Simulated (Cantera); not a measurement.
**Equilibrium for fluorocarbon and chlorocarbon gases: CF₄ + H₂**

Feed: 1 mol CF₄, 5.1 mol H₂, equilibrated at 10.0 mbar.

Equilibrium computed with Cantera from the NASA thermochemical tables; the gas is ideal and each condensed phase is pure. Candidate condensed phases: C, C₆H₆, C₇H₈, C₈H₁₈; 95 gas species. Equilibrium is a limit: real reactors are often held back by kinetics, nucleation or transport.

```csv
T (K),x HF,x H₂,x H,x C₂H₂ (acetylene),n C(graphite)
1773,0.563,0.435,0.00188,6.09e-5,0.999
1873,0.562,0.433,0.00425,0.000135,0.998
1973,0.561,0.430,0.00885,0.000275,0.996
2073,0.559,0.424,0.0171,0.000519,0.993
2173,0.555,0.413,0.0310,0.000912,0.987
2273,0.548,0.397,0.0529,0.00150,0.978
2373,0.539,0.373,0.0853,0.00230,0.965
2473,0.526,0.340,0.130,0.00328,0.947
2573,0.509,0.298,0.187,0.00434,0.923
```
x: gas mole fraction; n: condensed amount in mol.

From 1773 K to 2573 K the condensed part is C(graphite). The main C-bearing gas is C₂H₂ (acetylene) throughout. The share of C in condensed phases is highest at 1773 K (99.9 %) and lowest at 2573 K (92.3 %).
